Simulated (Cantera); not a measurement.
# Equilibrium for silicon nitride deposition: SiHCl3 + NH3 + N2

Charge: 1 mol SiHCl3, 12 mol NH3, 12 mol N2, held at 1175 K and 120 Torr.

Equilibrium computed with Cantera from the NASA thermochemical tables; the gas is ideal and each condensed phase is pure. Candidate condensed phases: NH4Cl, Si, Si3N4; 28 gas species. Equilibrium is a limit: real reactors are often held back by kinetics, nucleation or transport.

| Item | Result |
|---|---|
| x(N2) | 0.464 |
| x(H2) | 0.455 |
| x(HCl) | 0.0802 |
| x(SiCl4) | 3.03e-5 |
| x(NH3) | 7.22e-6 |
| x(SiHCl3) | 4.05e-6 |
| x(SiCl3) | 1.76e-6 |
| x(SiCl2) | 1.00e-6 |
| n(Si3N4(s)) | 0.333 mol |
| gas amount | 37.33 mol |
| log10 activity of Si(s) (absent) | -4.51 |
